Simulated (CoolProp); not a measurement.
R134a along the isotherm 377.5 K: Z from the reference equation and from simpler models built on Tc = 374.2 K, pc = 4.059 MPa, ω = 0.327; each cubic takes its own stable root.

Values from CoolProp's reference Helmholtz-energy equation of state, Tillner-Roth 1994.

```tsv
p (MPa)	phase	reference
3.38	gas	0.6170
6.77	supercritical	0.2556
10.1	supercritical	0.3483
13.5	supercritical	0.4423
16.9	supercritical	0.5341
20.3	supercritical	0.6241
23.7	supercritical	0.7123
27.1	supercritical	0.7990
30.4	supercritical	0.8819
33.8	supercritical	0.9661
37.2	supercritical	1.049
40.6	supercritical	1.132
```

Question: How far does each simpler model (van der Waals, Soave-Redlich-Kwong, Peng-Robinson) lie from the reference over these 12 states: mean and median of the absolute difference, and the worst?

Answer: 
- van der Waals: mean 41.7 %, median 44.1 %, worst +47.8 % at 377.5 K and 6.77 MPa
- Soave-Redlich-Kwong: mean 13.1 %, median 12.2 %, worst +23.7 % at 377.5 K and 6.77 MPa
- Peng-Robinson: mean 2.8 %, median 1.1 %, worst +11.7 % at 377.5 K and 6.77 MPa
